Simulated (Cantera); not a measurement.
Source: NASA polynomial tables (part measured, part estimated), evaluated in Cantera. Values are per mole of reaction as written; species without (g) are pure solids or liquids, kept so even where they would boil at 1 bar.

PbCl₂(g) = 2 Cl(g) + Pb

```
T (K)  ΔH° (kJ)  ΔS° (J/K)  ΔG° (kJ)  log10 K  condensed phases
-----  --------  ---------  --------  -------  ----------------
300           ?          ?         ?        ?             Pb(s)
2075      448.5      116.8     206.2    -5.19             Pb(l)
2100          ?          ?         ?        ?             Pb(l)
2125          ?          ?         ?        ?             Pb(l)
2150      449.5      117.2     197.4    -4.80             Pb(l)
2175          ?          ?         ?        ?             Pb(l)
```

**Question.** Fill in the missing entries.

**Answer.** 
- 300, ΔH° (kJ): 416.7
- 300, ΔS° (J/K): 78.1
- 300, ΔG° (kJ): 393.3
- 300, log10 K: -68.47
- 2100, ΔH° (kJ): 448.8
- 2100, ΔS° (J/K): 116.9
- 2100, ΔG° (kJ): 203.2
- 2100, log10 K: -5.06
- 2125, ΔH° (kJ): 449.1
- 2125, ΔS° (J/K): 117.1
- 2125, ΔG° (kJ): 200.3
- 2125, log10 K: -4.92
- 2175, ΔH° (kJ): 449.8
- 2175, ΔS° (J/K): 117.4
- 2175, ΔG° (kJ): 194.5
- 2175, log10 K: -4.67
